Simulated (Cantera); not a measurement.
Feed: 1 mol N2O, 1.1 mol O2, 0.088 mol H2O, held at 1825 K and 0.100 bar.

Cantera equilibrium calculation (NASA polynomials, part measured and part estimated; ideal gas, pure solids and liquids). Candidate condensed phases: H2O; 24 gas species. Equilibrium is a limit: real reactors are often held back by kinetics, nucleation or transport.

Base state: O2 0.592, N2 0.369, H2O 0.0322, NO 0.00519, OH 0.00105, O 0.000374 (mole fractions); condensed: gas only.

**Question.** What changes in the equilibrium state with this change: temperature from 1825 K to 2100 K?

**Answer.** 
```tsv
species	before	after
O2	0.592	0.585
N2	0.369	0.365
H2O	0.0322	0.0305
NO	0.00519	0.0113
H	4.17e-6	8.51e-5
O	0.000374	0.00336
H2	8.97e-6	7.46e-5
OH	0.00105	0.00414
```
